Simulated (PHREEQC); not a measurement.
Make-up at 20 °C: 0.005 mol/kgw HNO3, 0.044 mol/kgw ZnSO4 and 0.0014 mol/kgw KCl. Closed to the air; pH follows from the charge balance.

All values are PHREEQC results (ion-association model, phreeqc.dat), not measurements.

```csv
quantity,before,after
pH,2.62,2.85
ionic strength (mol/kgw),0.103,0.0564
Zn+2 (mol/kgw),0.0253,0.0137
SO4-2 (mol/kgw),0.0204,0.0121
ZnSO4 (mol/kgw),0.0158,0.00748
Zn(SO4)2-2 (mol/kgw),0.00280,0.000785
```

### Question
What was changed between the two runs?
(A) KCl left out
(B) ZnSO4 from 0.044 to 0.066 mol/kgw
(C) temperature from 20 to 70 °C
(D) diluted 2-fold with water
(E) 0.012 mol/kgw CdSO4 added

### Answer
D, diluted 2-fold with water

Precipitation was switched off in this run.
